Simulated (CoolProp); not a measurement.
Computed with CoolProp (reference Helmholtz-energy equation of state, Wu 2011).

**Question.** For dimethyl ether, give the phase and the cp (kJ/(kg K)), cv (kJ/(kg K)) at 248.15 °C and 364 kPa.

**Answer.** 
- 248.15 °C and 364 kPa: gas; cp 2.10, cv 1.91
